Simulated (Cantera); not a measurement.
Charge: 1 mol trisilylamine, 0.84 mol N₂, held at 1623.15 K and 2700 Pa.

Method: chemical equilibrium by Gibbs-energy minimisation in Cantera with the NASA 1993 tables (ideal gas, pure condensed phases). Candidate condensed phases: Si, Si₃N₄; 18 gas species. The feed counts by its element totals alone. Mutual solubility and eutectic melting of coexisting phases are not modelled. Kinetics and transport are ignored.

Base state: H₂ 0.983, N₂ 0.0164, H 0.000418 (mole fractions); condensed: Si(s) + Si₃N₄(s).

Problem. What changes in the equilibrium state with this change: temperature from 1623.15 K to 1998.15 K?

Solution. 
```json
[
 {"species": "H₂", "before": "0.983", "after": "0.762"},
 {"species": "N₂", "before": "0.0164", "after": "0.228"},
 {"species": "H", "before": "0.000418", "after": "0.00853"},
 {"species": "Si", "before": "5.81e-6", "after": "0.00158"},
 {"species": "Si₂", "before": "1.67e-8", "after": "1.63e-5"},
 {"species": "SiN", "before": "9.68e-8", "after": "3.24e-5"},
 {"species": "Si₂N", "before": "1.66e-7", "after": "4.26e-5"},
 {"species": "SiH", "before": "1.90e-6", "after": "0.000154"},
 {"species": "SiH₂", "before": "6.37e-6", "after": "8.00e-5"},
 {"species": "Si(s), mol", "before": "1.10", "after": "0"},
 {"species": "Si₃N₄(s), mol", "before": "0.632", "after": "0"},
 {"species": "Si(l), mol", "before": "0", "after": "2.99"}
]
```
The tables' values for SiN are old estimates; treat these amounts as uncertain. Gases not in the tables: Si₂H₆ and higher silanes.
